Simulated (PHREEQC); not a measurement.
## Buffer: speciation

Dissolve 0.00096 mol HF, 0.0058 mol Na2SO4 and 0.2 mol NaCl per kg of water at 25 °C. Closed to the air; pH follows from the charge balance.

Model: ion-association model, wateq4f.dat, run in PHREEQC.

This is a speciation only: nothing precipitates in the calculation.

Problem. Predict the pH, activity of water.

Solution. pH 3.33; activity of water 0.993.

Problem. In which forms is F present?

Solution. F- 65 %, HF 31 %, NaF 3.9 % of the F.
